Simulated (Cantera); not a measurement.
Input: 1 mol AlI3, 32 mol N2, at 1698 K.

Equilibrium computed with Cantera from the NASA thermochemical tables; the gas is ideal and each condensed phase is pure. Candidate condensed phases: Al, AlI3, AlN, I2; 10 gas species. Kinetics and transport are ignored.

x: gas mole fraction; n: condensed amount in mol.

```csv
P (Pa),x N2,x I,x AlI,x Al,x AlI3,x I2,n AlN(s)
10,0.911,0.0608,0.0246,0.00385,2.18e-10,5.69e-8,0
37,0.913,0.0583,0.0273,0.00120,3.05e-9,1.94e-7,0
140,0.914,0.0575,0.0282,…,…,…,0
520,0.914,…,…,…,…,…,…
1900,0.914,0.0726,0.0137,9.43e-6,6.27e-6,1.54e-5,0.524
7200,0.914,0.0787,0.00763,1.28e-6,5.89e-5,6.88e-5,0.734
27000,0.914,0.0809,0.00405,1.76e-7,0.000464,0.000272,0.844
100000,0.919,0.0755,0.00196,2.46e-8,0.00268,0.000879,0.840
```

Complete the blanks.


- 520, x I: 0.0632
- 520, x AlI: 0.0228
- 520, x Al: 6.58e-5
- 520, x AlI3: 5.91e-7
- 520, x I2: 3.20e-6
- 520, n AlN(s): 0.203
- 140, x Al: 0.000333
- 140, x AlI3: 4.39e-8
- 140, x I2: 7.13e-7
